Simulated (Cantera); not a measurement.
Charge: 1 mol SiC, 0.013 mol H2O, 3.7 mol H2, 0.15 mol O2, equilibrated at 1652 °C.

These are equilibrium values from Cantera (NASA tables, ideal gas, pure condensed phases), not measurements of a reactor. Candidate condensed phases: C, C6H6, C7H8, C8H18, H2O, Si, SiC, SiO2; 123 gas species. Mutual solubility and eutectic melting of coexisting phases are not modelled. The tables hold silica as quartz up to 1696 K and as liquid above; real silica turns to tridymite and cristobalite and melts near 1996 K. Gases not in the tables: Si2H6 and higher silanes. Rates play no part.

log p: log10 of the partial pressure in bar; n: condensed amount in mol.

```json
[
 {"P (Pa)": "0.100", "log p H2": "-6.54", "log p H": "-6.29", "log p Si": "-6.85", "log p CO": "-7.34", "log p SiO": "-10.15", "log p SiC2": "-8.39", "log p Si2C": "-9.25", "n C(graphite)": "0.626", "n SiC(s)": "0", "n SiO2(condensed)": "0"},
 {"P (Pa)": "0.750", "log p H2": "-5.37", "log p H": "-5.70", "log p Si": "-6.15", "log p CO": "-6.35", "log p SiO": "-8.46", "log p SiC2": "-7.69", "log p Si2C": "-7.85", "n C(graphite)": "0.186", "n SiC(s)": "0.462", "n SiO2(condensed)": "0"},
 {"P (Pa)": "5.60", "log p H2": "-4.37", "log p H": "-5.20", "log p Si": "-5.54", "log p CO": "-5.46", "log p SiO": "-6.35", "log p SiC2": "-8.30", "log p Si2C": "-7.24", "n C(graphite)": "0", "n SiC(s)": "0.717", "n SiO2(condensed)": "0"},
 {"P (Pa)": "42", "log p H2": "(withheld)", "log p H": "(withheld)", "log p Si": "(withheld)", "log p CO": "(withheld)", "log p SiO": "(withheld)", "log p SiC2": "(withheld)", "log p Si2C": "(withheld)", "n C(graphite)": "0", "n SiC(s)": "0.808", "n SiO2(condensed)": "0"},
 {"P (Pa)": "320", "log p H2": "-2.54", "log p H": "-4.29", "log p Si": "-5.11", "log p CO": "-3.90", "log p SiO": "-3.93", "log p SiC2": "-8.73", "log p Si2C": "-6.81", "n C(graphite)": "0", "n SiC(s)": "0.838", "n SiO2(condensed)": "0"},
 {"P (Pa)": "2400", "log p H2": "-1.66", "log p H": "-3.85", "log p Si": "-5.09", "log p CO": "-3.03", "log p SiO": "-3.03", "log p SiC2": "-8.74", "log p Si2C": "-6.80", "n C(graphite)": "0", "n SiC(s)": "0.843", "n SiO2(condensed)": "0"},
 {"P (Pa)": "18000", "log p H2": "-0.78", "log p H": "-3.41", "log p Si": "-5.09", "log p CO": "-2.16", "log p SiO": "-2.16", "log p SiC2": "-8.74", "log p Si2C": "-6.80", "n C(graphite)": "0", "n SiC(s)": "0.843", "n SiO2(condensed)": "0"},
 {"P (Pa)": "130000", "log p H2": "(withheld)", "log p H": "(withheld)", "log p Si": "-5.09", "log p CO": "(withheld)", "log p SiO": "(withheld)", "log p SiC2": "-8.74", "log p Si2C": "-6.80", "n C(graphite)": "0", "n SiC(s)": "0.843", "n SiO2(condensed)": "0"},
 {"P (Pa)": "1000000", "log p H2": "0.98", "log p H": "-2.53", "log p Si": "-5.38", "log p CO": "-0.54", "log p SiO": "-1.11", "log p SiC2": "-8.46", "log p Si2C": "-7.08", "n C(graphite)": "0", "n SiC(s)": "0.885", "n SiO2(condensed)": "0.0850"}
]
```

**Question.** Some entries are withheld; supply them.

**Answer.** 
- 42, log p H2: -3.44
- 42, log p H: -4.74
- 42, log p Si: -5.19
- 42, log p CO: -4.72
- 42, log p SiO: -4.91
- 42, log p SiC2: -8.65
- 42, log p Si2C: -6.89
- 130000, log p H2: 0.08
- 130000, log p H: -2.98
- 130000, log p CO: -1.30
- 130000, log p SiO: -1.30
